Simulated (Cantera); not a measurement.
A Cantera script and its output.

```python
import numpy as np
import cantera as ct

gas = ct.Solution("gri30.yaml")
gas.TPX = 1500, 101325, {'CH4': 1, 'C2H6': 0.03, 'O2': 4.13, 'N2': 15.5, 'CO2': 1.8}
reactor = ct.IdealGasReactor(gas, energy="on", clone=False)
net = ct.ReactorNet([reactor])
net.rtol, net.atol = 1e-08, 1e-16
show = ['CH4', 'C2H6', 'O2', 'HCN', 'NO']
times = np.geomspace(7e-06, 0.2, 16)

steps = ct.SolutionArray(gas, extra=["t"])
rows = []
print(f"{'t/s':>10s}{'T/K':>9s}{'P/Pa':>11s}" + "".join(f"{s:>11s}" for s in show))
for t in times:
    while net.time < t:
        t_next = net.step()
        steps.append(gas.state, t=t_next)
    rows.append([np.interp(t, steps.t, y) for y in (steps.T, steps.P, *steps(*show).X.T)])
    print(f"{t:10.3e}{rows[-1][0]:9.1f}{rows[-1][1]:11.4g}" + "".join(f"{x:11.3e}" for x in rows[-1][2:]))
rate = np.gradient(steps.T, steps.t)
print("integrator steps:", len(steps.t))
if steps.T.max() > steps.T[0] + 200:
    print(f"time of steepest temperature rise: {steps.t[rate.argmax()]:.4e} s")
gas.TPX = 1500, 101325, {'CH4': 1, 'C2H6': 0.03, 'O2': 4.13, 'N2': 15.5, 'CO2': 1.8}
gas.equilibrate("UV")
print(f"equilibrium (UV): T = {gas.T:.1f} K  " + "  ".join(f"{s} {gas[s].X[0]:.3e}" for s in show))
```

It prints:

```
       t/s      T/K       P/Pa        CH4       C2H6         O2        HCN         NO
 7.000e-06   1499.9  1.013e+05  4.452e-02  1.329e-03  1.839e-01  1.521e-17  1.335e-15
 1.387e-05   1499.9  1.013e+05  4.452e-02  1.323e-03  1.839e-01  6.683e-17  5.350e-15
 2.749e-05   1499.7  1.013e+05  4.451e-02  1.310e-03  1.839e-01  3.302e-16  2.194e-14
 5.449e-05   1499.6  1.013e+05  4.448e-02  1.285e-03  1.838e-01  2.154e-15  9.617e-14
 1.080e-04   1499.7  1.013e+05  4.431e-02  1.244e-03  1.837e-01  2.500e-14  4.767e-13
 2.140e-04   1503.3  1.016e+05  4.345e-02  1.228e-03  1.831e-01  5.037e-13  2.931e-12
 4.241e-04   1581.1  1.073e+05  3.310e-02  1.082e-03  1.733e-01  2.822e-10  2.833e-10
 8.405e-04   2483.6  1.697e+05  1.857e-18  1.218e-34  9.125e-02  5.021e-12  3.667e-04
 1.666e-03   2492.1  1.702e+05  1.778e-18  9.696e-35  9.064e-02  5.906e-12  1.221e-03
 3.301e-03   2489.5    1.7e+05  1.740e-18  9.322e-35  8.986e-02  7.267e-12  2.783e-03
 6.542e-03   2485.2  1.697e+05  1.678e-18  8.722e-35  8.858e-02  9.266e-12  5.373e-03
 1.297e-02   2479.4  1.693e+05  1.596e-18  7.963e-35  8.688e-02  1.148e-11  8.810e-03
 2.569e-02   2474.4  1.689e+05  1.528e-18  7.355e-35  8.543e-02  1.302e-11  1.173e-02
 5.092e-02   2472.5  1.687e+05  1.503e-18  7.134e-35  8.488e-02  1.354e-11  1.283e-02
 1.009e-01   2472.3  1.687e+05  1.501e-18  7.114e-35  8.483e-02  1.358e-11  1.294e-02
 2.000e-01   2472.3  1.687e+05  1.501e-18  7.114e-35  8.483e-02  1.358e-11  1.294e-02
integrator steps: 1672
time of steepest temperature rise: 4.7024e-04 s
equilibrium (UV): T = 2472.3 K  CH4 2.211e-18  C2H6 1.316e-34  O2 8.483e-02  HCN 1.358e-11  NO 1.294e-02
```

Detailed kinetics in Cantera: GRI-Mech 3.0 (53 species, 325 reactions).
